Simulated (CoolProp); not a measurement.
A Linde-Hampson liquefier for methane: isothermal reversible compression at 250 K from 1 atm to 30 MPa, throttling to 1 atm, return gas leaving the recuperator 0 K below the feed. Each further row changes one setting.

Computed with CoolProp (reference Helmholtz-energy equation of state, Setzmann 1991).

```tsv
case	liquid yield per pass	compression work (kJ/kg of gas)
as stated	0.353	653
high pressure 60 MPa	0.338	751
warm-end temperature 280 K	0.277	763
warm-end gap 5 K	0.344	653
```
